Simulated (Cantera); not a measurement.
## Hydrogen reduction and annealing atmospheres: PbS + H2 + N2

Charge: 1 mol PbS, a varied amount of H2, 3.3 mol N2, held at 6.40 bar.

Cantera equilibrium calculation (NASA polynomials, part measured and part estimated; ideal gas, pure solids and liquids). Candidate condensed phases: Pb, PbS, S; 18 gas species. Mutual solubility and eutectic melting of coexisting phases are not modelled. Kinetics and transport are ignored.

**Question.** Map the stable condensed phases over T = 973, 998, 1023, 1048, 1073, 1098, 1123, 1148, 1173, 1198, 1223, 1248 K and n(H2) in mol = 0.56, 1.4, 3.7, 9.4, 24, 62, 160, 410, 1000.

**Answer.** 
```
T in K \ n(H2) in mol
         0.56  1.4  3.7  9.4   24   62  160  410 1000
   1248     A    A    A    A    B    B    B    B    B
   1223     A    A    A    A    B    B    B    B    B
   1198     A    A    A    A    B    B    B    B    B
   1173     A    A    A    A    B    B    B    B    B
   1148     A    A    A    A    B    B    B    B    B
   1123     A    A    A    A    B    B    B    B    B
   1098     A    A    A    A    A    B    B    B    B
   1073     A    A    A    A    A    B    B    B    B
   1048     A    A    A    A    A    B    B    B    B
   1023     A    A    A    A    A    B    B    B    B
    998     A    A    A    A    A    B    B    B    B
    973     A    A    A    A    A    A    B    B    B
```
A: Pb + PbS; B: Pb.
